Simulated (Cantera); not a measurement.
Cantera with NASA thermochemical tables; ideal gases at 1 bar, condensed phases pure. Values are per mole of reaction as written; species without (g) are pure solids or liquids, kept so even where they would boil at 1 bar. ZrN: taken at fixed stoichiometry.

2 H2O2(g) + 2 ZrN = 2 ZrO2 + N2(g) + 4 H(g), with ΔH° = -319.7 kJ and ΔS° = 204.7 J/K at 300 K.

How far is the shortcut ΔG° ≈ ΔH°(300 K) − T·ΔS°(300 K) from the full temperature-dependent value at 575, 675, 775, 875, 975, 1075, 1175 K?


```csv
T (K),shortcut (kJ),full (kJ),difference (kJ),difference in log10 K
575,-437.4,-443.2,5.7,-0.52
675,-457.9,-467.7,9.8,-0.76
775,-478.4,-493.0,14.6,-0.98
875,-498.8,-518.8,19.9,-1.19
975,-519.3,-545.0,25.7,-1.38
1075,-539.8,-571.7,31.9,-1.55
1175,-560.3,-598.7,38.4,-1.71
```
The shortcut ignores the heat-capacity change of the reaction.
